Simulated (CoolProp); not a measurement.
Vapour-liquid equilibrium of dimethyl ether (1) + isobutane (2) at 187.2 K; x and y are mole fractions of (1).

The numbers come from the multi-fluid Helmholtz-energy mixture model, Wu 2011 and Bücker 2006; pair parameters Bell 2016 in CoolProp.

```
x      bubble pressure (MPa)  y at the bubble point  dew pressure at overall composition x (MPa)  liquid density (mol/L)
-----  ---------------------  ---------------------  -------------------------------------------  ----------------------
0.05                0.001630                  0.184                                     0.001453                   11.74
0.125               0.001906                  0.350                                     0.001547                   12.06
0.2                 0.002110                  0.451                                     0.001653                   12.41
0.275               0.002262                  0.520                                     0.001772                   12.77
0.35                0.002375                  0.571                                     0.001906                   13.15
0.425               0.002460                  0.612                                     0.002055                   13.56
0.5                 0.002523                  0.647                                     0.002218                   13.99
0.575               0.002570                  0.680                                     0.002383                   14.45
0.65                0.002604                  0.713                                     0.002527                   14.93
0.725               0.002625                  0.750                                     0.002613                   15.45
0.8                 0.002630                  0.793                                     0.002629                   16.01
0.875               0.002611                  0.850                                     0.002596                   16.60
0.95                0.002556                  0.928                                     0.002536                   17.23
```

y crosses x between x = 0.725 and 0.8: the model has an azeotrope there.

The pair parameters rest on a limited set of measurements; away from them the model extrapolates.
